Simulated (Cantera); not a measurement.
Cantera run:

```python
import numpy as np
import cantera as ct

gas_names = """
    B BH BH2 BH3 BO BO2 B2 B2O B2O2 B2O3 B3O3H3 H HBO HBO2 HO2 H2 H2O H2O2 H3B3O6 O OH O2 O3
""".split()
cond_names = """
    B(b) B(L) B2O3(L) B3O3H3(cr) H2O(s) H2O(L)
""".split()


# ... load() reads the species with a 1 bar reference pressure and builds the phases ...
atoms = {
    'B2H6': {'B': 2, 'H': 6},
    'O2': {'O': 2},
}
top_T = {}  # K; cautious upper limits of use, not melting points


# ... equilibrate(T, P, feed) seeds the gas with the atoms and calls Mixture.equilibrate('TP', solver="vcs", rtol=1e-11, max_steps=5000) ...
results = []
feed = {'B2H6': 1, 'O2': 5.8}  # mol
T = 1673  # K
P = 29  # Pa
mix = equilibrate(T, P, feed)
results.append((T, P, feed, dict(zip(mix.species_names, mix.species_moles))))
x = sorted(zip(gas.X, gas.species_names), reverse=True)
print(f"T = {T:g} K  P = {P:g} Pa  gas = {mix.phase_moles(0):.4g} mol")
print("   x: " + "  ".join(f"{s} {v:.3e}" for v, s in x if v > 1e-06))
print("   condensed (mol): " + ("  ".join(f"{mix.phase(i).name} {mix.phase_moles(i):.4g}"
      for i in range(1, mix.n_phases) if mix.phase_moles(i) > 1e-12) or "none"))
```

It prints:

```
T = 1673 K  P = 29 Pa  gas = 6.823 mol
   x: O2 4.075e-01  H2O 3.055e-01  HBO2 2.626e-01  B2O3 1.277e-02  BO2 5.010e-03  OH 4.773e-03  O 1.253e-03  H2 4.241e-04  H 1.377e-04  BO 3.494e-06
   condensed (mol): none
```

Method: chemical equilibrium by Gibbs-energy minimisation in Cantera with the NASA 1993 tables (ideal gas, pure condensed phases). The feed counts by its element totals alone.
